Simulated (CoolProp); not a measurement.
Water along the isotherm 1000 K: density (kg/m³) from the reference equation and from simpler models built on Tc = 647.1 K, pc = 22.06 MPa, ω = 0.344; each cubic takes its own stable root.

Model: reference Helmholtz-energy equation of state, Wagner 2002, in CoolProp.

```tsv
p (MPa)	phase	reference
0.316	gas	0.6852
0.477	gas	1.035
0.72	gas	1.563
1.09	gas	2.368
1.64	gas	3.568
2.47	gas	5.386
3.73	gas	8.160
5.62	gas	12.36
8.48	gas	18.78
12.8	gas	28.68
19.3	gas	44.01
29.1	supercritical	68.14
43.9	supercritical	106.8
66.3	supercritical	169.4
100	supercritical	265.4
```

### Question
How far does each simpler model (ideal gas, van der Waals, Redlich-Kwong, Soave-Redlich-Kwong) lie from the reference over these 15 states: mean and median of the absolute difference, and the worst?

### Answer
- ideal gas: mean 4.4 %, median 1.5 %, worst -18.3 % at 1000 K and 100 MPa
- van der Waals: mean 2.5 %, median 1.0 %, worst +9.9 % at 1000 K and 66.3 MPa
- Redlich-Kwong: mean 1.4 %, median 0.7 %, worst +4.4 % at 1000 K and 43.9 MPa
- Soave-Redlich-Kwong: mean 2.5 %, median 0.3 %, worst -16.2 % at 1000 K and 100 MPa
